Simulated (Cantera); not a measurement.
Feed: 1 mol SiF4, 8.2 mol O2, equilibrated at 1.33 mbar.

Method: chemical equilibrium by Gibbs-energy minimisation in Cantera with the NASA 1993 tables (ideal gas, pure condensed phases). Candidate condensed phases: Si, SiO2; 17 gas species. Kinetics and transport are ignored. All values below are at 898 K.

Base state: O2 0.891, SiF4 0.109 (mole fractions); condensed: gas only.

What changes in the equilibrium state with this change: 0.57 mol HCl added?


| species | before | after |
|---|---|---|
| O2 | 0.891 | 0.830 |
| SiF4 | 0.109 | 0.0936 |
| HF | 0 | 0.0352 |
| HCl | 0 | 0.0218 |
| Cl2 | 0 | 0.0181 |
| H2O | 0 | 0.000661 |
| Cl | 0 | 0.000263 |
| SiO2(β-quartz), mol | 0 | 0.0860 |
Further candidate phases: H2O.
